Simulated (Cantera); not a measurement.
Input: 1 mol BF3, 15 mol H2O, 21 mol H2, held at 1000 K and 0.0960 bar.

These are equilibrium values from Cantera (NASA tables, ideal gas, pure condensed phases), not measurements of a reactor. Candidate condensed phases: B, B2O3, B3O3H3, H2O; 43 gas species. Gases not in the tables: H3BO3. Kinetics and transport are ignored.

Base state: H2 0.562, H2O 0.366, HF 0.0650, BF3 0.00459, (HBO2)3 0.00191, B3O3F3 0.000484, HBO2 5.12e-5, BOF 3.83e-5 (mole fractions); condensed: B2O3(l).

What changes in the equilibrium state with this change: temperature from 1000 K to 1173.15 K?


| species | before | after |
|---|---|---|
| H2 | 0.562 | 0.560 |
| H2O | 0.366 | 0.362 |
| HF | 0.0650 | 0.0729 |
| BF3 | 0.00459 | 0.00187 |
| HBO2 | 5.12e-5 | 0.00109 |
| BOF | 3.83e-5 | 0.000787 |
| B2O3(l), mol | 0.278 | 0.367 |
